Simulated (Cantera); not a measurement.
A Cantera script and what it prints.

```python
import numpy as np
import cantera as ct

gas_names = """
    H HNO HNO2 HNO3 HO2 H2 H2O H2O2 N NH NH2 NH3 NH2OH NO NO2 NO3 N2 N2H2 N2H4 N2O O OH O2 O3 V VN VO
    VO2
""".split()
cond_names = """
    H2O(s) H2O(L) V(cr) V(L) VN(s) VO(s) VO(L) V2O3(s) V2O3(L) V2O4(I) V2O4(II) V2O4(L) V2O5(s) V2O5(L)
""".split()


# ... load() reads the species with a 1 bar reference pressure and builds the phases ...
atoms = {
    'V': {'V': 1},
    'N2O': {'N': 2, 'O': 1},
    'H2': {'H': 2},
}
top_T = {'VN(s)': 2300}  # K; cautious upper limits of use, not melting points


# ... equilibrate(T, P, feed) seeds the gas with the atoms and calls Mixture.equilibrate('TP', solver="gibbs", rtol=1e-10, max_steps=50000) ...
results = []
feed = {'V': 1, 'N2O': 0.54, 'H2': 18}  # mol
P = 530  # Pa
for T in [750, 950, 1150, 1350, 1550, 1750, 1950, 2150, 2350, 2550, 2750]:
    mix = equilibrate(T, P, feed)
    results.append((T, P, feed, dict(zip(mix.species_names, mix.species_moles))))
    x = sorted(zip(gas.X, gas.species_names), reverse=True)
    print(f"T = {T:g} K  P = {P:g} Pa  gas = {mix.phase_moles(0):.4g} mol")
    print("   x: " + "  ".join(f"{s} {v:.3e}" for v, s in x if v > 0.001))
    print("   condensed (mol): " + ("  ".join(f"{mix.phase(i).name} {mix.phase_moles(i):.4g}"
          for i in range(1, mix.n_phases) if mix.phase_moles(i) > 1e-12) or "none"))
```

It prints:

```
T = 750 K  P = 530 Pa  gas = 18.22 mol
   x: H2 9.878e-01  N2 1.201e-02
   condensed (mol): VN(s) 0.6423  V2O3(s) 0.1789
T = 950 K  P = 530 Pa  gas = 18.22 mol
   x: H2 9.877e-01  N2 1.198e-02
   condensed (mol): VN(s) 0.6434  V2O3(s) 0.1783
T = 1150 K  P = 530 Pa  gas = 18.22 mol
   x: H2 9.877e-01  N2 1.196e-02
   condensed (mol): VN(s) 0.6443  V2O3(s) 0.1778
T = 1350 K  P = 530 Pa  gas = 18.31 mol
   x: H2 9.829e-01  N2 1.681e-02
   condensed (mol): VN(s) 0.4647  VO(s) 0.5353
T = 1550 K  P = 530 Pa  gas = 18.31 mol
   x: H2 9.826e-01  N2 1.685e-02
   condensed (mol): VN(s) 0.4629  VO(s) 0.5371
T = 1750 K  P = 530 Pa  gas = 18.34 mol
   x: H2 9.799e-01  N2 1.685e-02  H 3.162e-03
   condensed (mol): VN(s) 0.4619  VO(s) 0.538
T = 1950 K  P = 530 Pa  gas = 18.69 mol
   x: H2 9.551e-01  N2 2.889e-02  H 1.539e-02
   condensed (mol): V(cr) 0.4612  VO(s) 0.5317
T = 2150 K  P = 530 Pa  gas = 19.2 mol
   x: H2 9.095e-01  H 5.525e-02  N2 2.813e-02  V 3.571e-03  VO 2.760e-03
   condensed (mol): V(cr) 0.4061  VO(L) 0.4679
T = 2350 K  P = 530 Pa  gas = 21.13 mol
   x: H2 7.753e-01  H 1.508e-01  N2 2.555e-02  V 2.494e-02  VO 2.017e-02  VO2 2.199e-03
   condensed (mol): none
T = 2550 K  P = 530 Pa  gas = 23.43 mol
   x: H2 6.008e-01  H 3.321e-01  V 2.317e-02  N2 2.304e-02  VO 1.741e-02  VO2 2.098e-03  H2O 1.235e-03
   condensed (mol): none
T = 2750 K  P = 530 Pa  gas = 27.39 mol
   x: H 5.716e-01  H2 3.701e-01  V 2.069e-02  N2 1.971e-02  VO 1.405e-02  VO2 1.783e-03  H2O 1.151e-03
   condensed (mol): none
```

These are equilibrium values from Cantera (NASA tables, ideal gas, pure condensed phases), not measurements of a reactor. Mutual solubility and eutectic melting of coexisting phases are not modelled. VN, VO: taken at fixed stoichiometry. Condensed phases not in the tables: the oxides between V2O3 and V2O5 other than VO2, solid solutions among these carbides, nitrides and lower oxides, V2N, N, O or C dissolved in the metal.
